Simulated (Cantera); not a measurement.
A perfectly stirred reactor is fed with H₂ : O₂ : N₂ = 1 : 0.538 : 2.02 (molar parts), equivalence ratio 0.93, at 92000 Pa; it is adiabatic with a 525 K inlet, and is followed from long to short residence time, starting on the burning branch (τ in s: 0.079, 0.032, 0.013, 0.0052, 0.0021, 0.00085, 0.00034, 0.00014, 5.6e-05, 2.3e-05).

Detailed kinetics in Cantera: the H2/O2 subset of GRI-Mech 3.0, which has no nitrogen chemistry.

Problem. What does this change do: pressure from 92000 Pa to 510000 Pa?

Solution. 
```csv
quantity,before,after
"blow-out, bracketed by the residence times tried","burning at 23.0 µs, the shortest tried","burning at 23.0 µs, the shortest tried"
x(H₂) at τ = 79.0 ms,0.0126,0.00739
x(O₂) at τ = 79.0 ms,0.0155,0.0137
x(H₂O) at τ = 79.0 ms,0.303,0.312
x(H) at τ = 79.0 ms,0.00249,0.00100
x(O) at τ = 79.0 ms,0.00155,0.000787
x(H₂) at τ = 0.850 ms,0.0289,0.0106
x(O₂) at τ = 0.850 ms,0.0227,0.0149
x(H₂O) at τ = 0.850 ms,0.273,0.307
x(H) at τ = 0.850 ms,0.0129,0.00174
x(O) at τ = 0.850 ms,0.00543,0.00113
```
The hydrogen kinetics of GRI-Mech 3.0 are dated; newer H2 mechanisms differ, most at raised pressure.

Problem. What does this change do: N2 2.02 to 1.5 parts?

Solution. 
| quantity | before | after |
|---|---|---|
| blow-out, bracketed by the residence times tried | burning at 23.0 µs, the shortest tried | burning at 23.0 µs, the shortest tried |
| x(H₂) at τ = 79.0 ms | 0.0126 | 0.0254 |
| x(O₂) at τ = 79.0 ms | 0.0155 | 0.0216 |
| x(H₂O) at τ = 79.0 ms | 0.303 | 0.344 |
| x(H) at τ = 79.0 ms | 0.00249 | 0.00697 |
| x(O) at τ = 79.0 ms | 0.00155 | 0.00391 |
| x(H₂) at τ = 0.850 ms | 0.0289 | 0.0366 |
| x(O₂) at τ = 0.850 ms | 0.0227 | 0.0265 |
| x(H₂O) at τ = 0.850 ms | 0.273 | 0.321 |
| x(H) at τ = 0.850 ms | 0.0129 | 0.0151 |
| x(O) at τ = 0.850 ms | 0.00543 | 0.00707 |
